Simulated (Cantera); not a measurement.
# Stirred combustor or abatement burner

A perfectly stirred reactor is fed with 35.3 % H2, 13.6 % O2, 51.1 % N2, equivalence ratio 1.3, at 1.00 atm; it is adiabatic with a 375 K inlet, and is followed from long to short residence time, starting on the burning branch (τ in s: 0.062, 0.021, 0.0071, 0.0024, 0.00081, 0.00027, 9.2e-05, 3.1e-05, 1.1e-05, 3.6e-06).

Detailed kinetics in Cantera: GRI-Mech 3.0 (53 species, 325 reactions).

| τ (s) | T (K) | x H2 | x O2 | x NO | x N2O | x OH | x HO2 |
|---|---|---|---|---|---|---|---|
| 0.062 | 2362 | 0.0931 | 0.000202 | 0.000323 | 1.69e-8 | 0.00322 | 1.16e-7 |
| 0.021 | 2343 | 0.0929 | 0.000360 | 0.000278 | 1.68e-8 | 0.00415 | 2.16e-7 |
| 0.0071 | 2305 | 0.0926 | 0.000746 | 0.000207 | 1.70e-8 | 0.00578 | 4.66e-7 |
| 0.0024 | 2238 | 0.0924 | 0.00161 | 0.000134 | 1.82e-8 | 0.00804 | 9.99e-7 |
| 0.00081 | 2130 | 0.0923 | 0.00329 | 8.25e-5 | 2.05e-8 | 0.0104 | 2.04e-6 |
| 0.00027 | 1974 | 0.0921 | 0.00613 | 5.52e-5 | 2.36e-8 | 0.0118 | 4.04e-6 |
| 9.2e-5 | 1780 | 0.0918 | 0.0104 | 3.56e-5 | 2.57e-8 | 0.0112 | 7.88e-6 |
| 3.1e-5 | 1553 | 0.0976 | 0.0185 | 1.66e-5 | 2.52e-8 | 0.00839 | 1.73e-5 |
| 1.1e-5 | 375 | 0.353 | 0.136 | <1e-12 | <1e-12 | <1e-12 | <1e-12 |
| 3.6e-6 | 375 | 0.353 | 0.136 | <1e-12 | <1e-12 | <1e-12 | <1e-12 |
x: mole fraction; the columns are a selection and need not sum to one.
